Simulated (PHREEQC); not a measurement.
0.81 g of hydrous ferric oxide (600 m²/g; 0.2 weak and 0.005 strong sites per Fe, Dzombak-Morel constants, diffuse double layer) in 1 kg of water with 0.005 mol/kgw of an inert sodium salt and 9.6e-05 mol BaCl2, at 25 °C; the pH is set by adding NaOH or the inert anion's acid. Oxygen alone is held at its pressure in air (log pO2 = -0.68). The system is closed to CO2. No solid was allowed to form.

The series has 17 steps of pH, from 4 to 12.

Model: ion-association model, wateq4f.dat, run in PHREEQC.

Problem. Near which pH is half of the Ba sorbed, and on which side is more sorbed?

Solution. Near pH 8.6, with more sorbed at higher pH.
